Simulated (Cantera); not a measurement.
## Reactions in the system C-Mg-O

Source: NASA polynomial tables (part measured, part estimated), evaluated in Cantera. Values are per mole of reaction as written; species without (g) are pure solids or liquids, kept so even where they would boil at 1 bar.

CO(g) + Mg(g) + O2(g) = MgCO3

| T (K) | ΔH° (kJ) | ΔS° (J/K) | ΔG° (kJ) | log10 K |
|---|---|---|---|---|
| 450 | -1147.3 | -483.2 | -929.9 | 107.93 |
| 475 | -1146.9 | -482.4 | -917.8 | 100.92 |
| 500 | -1146.5 | -481.5 | -905.7 | 94.62 |
| 525 | -1146.0 | -480.6 | -893.7 | 88.92 |
| 550 | -1145.5 | -479.6 | -881.7 | 83.74 |
| 575 | -1144.9 | -478.5 | -869.7 | 79.01 |
| 600 | -1144.3 | -477.5 | -857.8 | 74.68 |
| 625 | -1143.6 | -476.4 | -845.9 | 70.69 |
| 650 | -1142.9 | -475.3 | -834.0 | 67.02 |
| 675 | -1142.2 | -474.2 | -822.1 | 63.62 |
| 700 | -1141.4 | -473.1 | -810.3 | 60.46 |
